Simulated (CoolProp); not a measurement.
A Linde-Hampson liquefier for CF4 (R14): isothermal reversible compression at 320 K from 1 atm to 15 MPa, throttling to 1 atm, return gas leaving the recuperator 10 K below the feed. Each further row changes one setting.

Computed with CoolProp (reference Helmholtz-energy equation of state, Platzer 1990). This equation is an older, rougher fit; its heat capacities, sound speeds and derivatives of the liquid may be far off and weren't checked against measurements.

| case | liquid yield per pass | compression work (kJ/kg of gas) |
|---|---|---|
| as stated | 0.172 | 141 |
| high pressure 30 MPa | (withheld) | 159 |
| warm-end temperature 350 K | (withheld) | 158 |
| warm-end gap 15 K | (withheld) | 141 |

Question: Complete the blanks.

Answer: 
- high pressure 30 MPa, liquid yield per pass: 0.226
- warm-end temperature 350 K, liquid yield per pass: 0.120
- warm-end gap 15 K, liquid yield per pass: 0.159
